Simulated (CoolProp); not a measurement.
Vapour-liquid equilibrium of C3F8 (R218) (1) + c-C4F8 (RC318) (2) at 45.75 °C; x and y are mole fractions of (1).

Values from CoolProp's multi-fluid Helmholtz-energy mixture model, Lemmon 2006 and Platzer 1990; pair parameters Bell 2016. This equation is an older, rougher fit; its heat capacities, sound speeds and derivatives of the liquid may be far off and weren't checked against measurements.

| x | bubble pressure, mixture model (bar) | bubble pressure, Raoult's law (bar) | y, mixture model | y, Raoult's law |
|---|---|---|---|---|
| 0.05 | 5.898 | 6.221 | 0.067 | 0.118 |
| 0.125 | 6.151 | 6.886 | (withheld) | 0.266 |
| 0.2 | 6.493 | 7.550 | 0.286 | 0.388 |
| 0.275 | (withheld) | 8.215 | 0.394 | 0.490 |
| 0.35 | (withheld) | 8.880 | 0.495 | 0.577 |
| 0.425 | 8.049 | 9.545 | 0.587 | 0.652 |
| 0.5 | 8.726 | 10.21 | (withheld) | 0.717 |
| 0.575 | 9.469 | 10.88 | 0.740 | 0.774 |
| 0.65 | 10.27 | 11.54 | (withheld) | 0.825 |
| 0.725 | 11.12 | 12.21 | 0.854 | 0.870 |
| 0.8 | 12.02 | 12.87 | 0.900 | 0.910 |
| 0.875 | 12.96 | 13.54 | 0.941 | 0.947 |
| 0.95 | (withheld) | 14.20 | 0.977 | 0.980 |

Task: Some entries are withheld; supply them.

Result: 
- 0.125, y, mixture model: 0.175
- 0.275, bubble pressure, mixture model (bar): 6.926
- 0.35, bubble pressure, mixture model (bar): 7.447
- 0.5, y, mixture model: 0.669
- 0.65, y, mixture model: 0.801
- 0.95, bubble pressure, mixture model (bar): 13.95

The largest gap from Raoult's law is -16.1 % in bubble pressure, at x = 0.35. No azeotrope shows between x = 0.05 and 0.95.

The pair parameters rest on a limited set of measurements; away from them the model extrapolates.
